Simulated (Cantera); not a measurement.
## Si + HCl + N2 (silicon etching in halogen gases)

Feed: 1 mol Si, 11 mol HCl, a varied amount of N2, equilibrated at 13.3 mbar.

Method: chemical equilibrium by Gibbs-energy minimisation in Cantera with the NASA 1993 tables (ideal gas, pure condensed phases). Candidate condensed phases: NH4Cl, Si, Si3N4; 28 gas species. N2 is the only nitrogen source here; it is nearly inert below about 1500 K, so the nitride shown seldom forms there in practice. The tables' values for SiCl3 are old estimates. The numbers say what is thermodynamically allowed, not how fast it happens.

Stable condensed phases:

```
T in K \ n(N2) in mol
         1.2 1.6 2.2 2.9   4 5.4 7.4  10  14  19  25  34  47
   1423    A   A   A   A   A   A   A   A   A   A   A   A   A
   1373    A   A   A   A   A   A   A   A   A   A   A   A   A
   1323    A   A   A   A   A   A   A   A   A   A   A   A   B
   1273    A   A   A   A   A   A   A   A   A   A   A   B   B
   1223    A   A   A   A   A   A   A   A   A   A   B   B   B
   1173    A   A   A   A   A   A   A   A   A   A   B   B   B
   1123    A   A   A   A   A   A   A   A   A   A   A   B   B
   1073    A   A   A   A   A   A   A   A   A   A   A   B   B
   1023    A   A   A   A   A   A   A   A   A   A   A   A   B
    973    A   A   A   A   A   A   A   A   A   A   A   A   B
    923    A   A   A   A   A   A   A   A   A   A   A   A   A
    873    A   A   A   A   A   A   A   A   A   A   A   A   A
    823    A   A   A   A   A   A   A   A   A   A   A   A   A
    773    A   A   A   A   A   A   A   A   A   A   A   A   A
```

A: gas only; B: Si3N4.
